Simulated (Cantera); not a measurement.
**Adiabatic ignition**

An adiabatic, constant-volume homogeneous reactor starts with CO : H2 : O2 : N2 = 1.7 : 0.32 : 0.388 : 1.46 (molar parts), equivalence ratio 2.6, at 1225 K and 1.20 bar.

Detailed kinetics in Cantera: GRI-Mech 3.0 (53 species, 325 reactions).

```
t (s)     T (K)  P (bar)   x CO    x H2     x O2     x N2O    x NO2      x NO
--------  -----  -------  -----  ------  -------  --------  -------  --------
4.00e-6    1225     1.20  0.440  0.0827    0.100    <1e-12   <1e-12    <1e-12
1.32e-5    1225     1.20  0.440  0.0827    0.100    <1e-12   <1e-12    <1e-12
4.35e-5    1233     1.21  0.439  0.0807   0.0990  4.48e-10   <1e-12  4.10e-10
0.000143   2696     2.43  0.342  0.0210  0.00540   1.12e-7  3.39e-8  0.000292
0.000473   2848     2.54  0.340  0.0208  0.00238   1.65e-7  1.55e-7   0.00141
0.00156    2841     2.54  0.340  0.0210  0.00223   1.84e-7  2.90e-7   0.00271
0.00514    2840     2.54  0.340  0.0210  0.00221   1.87e-7  3.08e-7   0.00290
0.0169     2840     2.54  0.340  0.0210  0.00221   1.87e-7  3.08e-7   0.00290
0.0558     2840     2.54  0.340  0.0210  0.00221   1.87e-7  3.08e-7   0.00290
0.184      2840     2.54  0.340  0.0210  0.00221   1.87e-7  3.08e-7   0.00290
0.607      2840     2.54  0.340  0.0210  0.00221   1.87e-7  3.08e-7   0.00290
2.00       2840     2.54  0.340  0.0210  0.00221   1.87e-7  3.08e-7   0.00290
```
x: mole fraction; the columns are a selection and need not sum to one.

```
Item                                                                Result
---------------------------------  ---------------------------------------
time of steepest temperature rise                                  58.4 µs
temperature at 2.00 s                                               2840 K
equilibrium temperature                                             2840 K
x(CO) at 2.00 s                        0.340 (gas-phase equilibrium 0.340)
x(H2) at 2.00 s                      0.0210 (gas-phase equilibrium 0.0210)
x(O2) at 2.00 s                    0.00221 (gas-phase equilibrium 0.00221)
```
